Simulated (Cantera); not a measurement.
# Silicon nitride deposition: trisilylamine + NH₃ + N₂

Input: 1 mol trisilylamine, 3.3 mol NH₃, 51 mol N₂, held at 1648 K and 133 Pa.

Equilibrium computed with Cantera from the NASA thermochemical tables; the gas is ideal and each condensed phase is pure. Candidate condensed phases: Si, Si₃N₄; 18 gas species. The feed counts by its element totals alone. The numbers say what is thermodynamically allowed, not how fast it happens.

```
Item                                 Result
--------------------------------  ---------
x(N₂)                                 0.844
x(H₂)                                 0.155
x(H)                               0.000961
x(Si)                              0.000136
x(Si₂N)                             4.11e-6
x(SiH)                              3.61e-6
x(SiN)                              3.31e-6
n(Si₃N₄(s))                       0.997 mol
gas amount                        60.64 mol
log10 activity of Si(s) (absent)      -0.15
```
